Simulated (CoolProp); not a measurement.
Vapour-liquid equilibrium of ethylene (1) + propylene (2) at 9.24 bar; x and y are mole fractions of (1).

Values from CoolProp's multi-fluid Helmholtz-energy mixture model, Smukala 2000 and Lemmon 2013; pair parameters Bell 2016.

| x | bubble temperature (K) | y at the bubble point | dew temperature at overall composition x (K) | liquid density (mol/L) |
|---|---|---|---|---|
| 0.05 | 282.2 | 0.192 | 287.7 | 12.73 |
| 0.2 | 263.4 | 0.579 | 281.9 | 13.70 |
| 0.35 | 249.5 | 0.773 | 275.4 | 14.54 |
| 0.5 | 239.4 | 0.874 | 267.9 | 15.29 |
| 0.65 | 231.7 | 0.931 | 258.9 | 15.97 |
| 0.8 | 225.7 | 0.967 | 247.1 | 16.61 |
| 0.95 | 220.6 | 0.993 | 228.7 | 17.22 |

No azeotrope shows between x = 0.05 and 0.95.

The pair parameters rest on a limited set of measurements; away from them the model extrapolates.
